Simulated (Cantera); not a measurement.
An isothermal, constant-pressure homogeneous reactor starts with CH4 : H2 : N2 = 0.0053 : 1 : 0.0029 (molar parts), at 2000 K and 7800 Pa. Integrator tolerance rtol = 1e-08.

Cantera simulation using GRI-Mech 3.0 (53 species, 325 reactions); the numbers are that mechanism's predictions, not measurements. GRI-Mech 3.0 stops at C3 and has no aromatics, soot or wall deposition, so with more carbon than oxygen in the feed, carbon stays in small species such as C2H2 where larger ones or solid carbon would form.

Problem. What does this change do: temperature 2000 to 2500 K?

Solution. 
```tsv
quantity	before	after
x(CH4) at 80.0 s	5.92e-5 (gas-phase equilibrium 5.07e-5)	4.11e-6 (gas-phase equilibrium 4.02e-6)
x(H2) at 80.0 s	0.989 (gas-phase equilibrium 0.989)	0.908 (gas-phase equilibrium 0.908)
x(C2H) at 80.0 s	2.83e-7 (gas-phase equilibrium 2.08e-7)	1.26e-5 (gas-phase equilibrium 1.17e-5)
x(HCN) at 80.0 s	3.97e-6 (gas-phase equilibrium 0.00139)	0.00126 (gas-phase equilibrium 0.00153)
x(C2H6) at 80.0 s	5.17e-11 (gas-phase equilibrium 3.79e-11)	<1e-12 (gas-phase equilibrium <1e-12)
```
